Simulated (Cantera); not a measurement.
Feed: 1 mol B, 4.8 mol H2, 7.7 mol O2, equilibrated at 0.520 bar.

These are equilibrium values from Cantera (NASA tables, ideal gas, pure condensed phases), not measurements of a reactor. Candidate condensed phases: B, B2O3, B3O3H3, H2O; 23 gas species. Kinetics and transport are ignored. All values below are at 2148 K.

Base state: O2 0.455, H2O 0.432, HBO2 0.0927, OH 0.0119, BO2 0.00309, B2O3 0.00259, O 0.00180, H2 0.000725 (mole fractions); condensed: gas only.

Q: What changes in the equilibrium state with this change: pressure from 0.520 bar to 1.00 bar?

A: 
```csv
species,before,after
O2,0.455,0.456
H2O,0.432,0.433
HBO2,0.0927,0.0932
OH,0.0119,0.0101
H,0.000156,9.54e-5
O,0.00180,0.00130
H2,0.000725,0.000524
HO2,1.56e-5,1.85e-5
BO2,0.00309,0.00263
```
